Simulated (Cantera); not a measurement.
Charge: 1 mol Si₂H₆, 9.9 mol H₂, at 2100 Pa.

Cantera equilibrium calculation (NASA polynomials, part measured and part estimated; ideal gas, pure solids and liquids). Candidate condensed phases: Si; 9 gas species. The feed counts by its element totals alone. Equilibrium is a limit: real reactors are often held back by kinetics, nucleation or transport. All values below are at 1350 K.

Base state: H₂ 1.000, H 1.64e-5 (mole fractions); condensed: Si(s).

Question: What changes in the equilibrium state with this change: Si₂H₆ replaced by Si₂Cl₆?

Answer: 
```
species      before     after
----------  -------  --------
H₂            1.000     0.712
HCl               0     0.154
SiCl₂             0    0.0936
SiCl₃             0    0.0181
SiCl₄             0    0.0175
SiHCl₃            0   0.00463
SiH₂Cl₂           0  0.000179
H           1.64e-5   1.39e-5
Si(s), mol     2.00     0.324
```
The tables' values for SiCl₃ are old estimates; treat these amounts as uncertain.
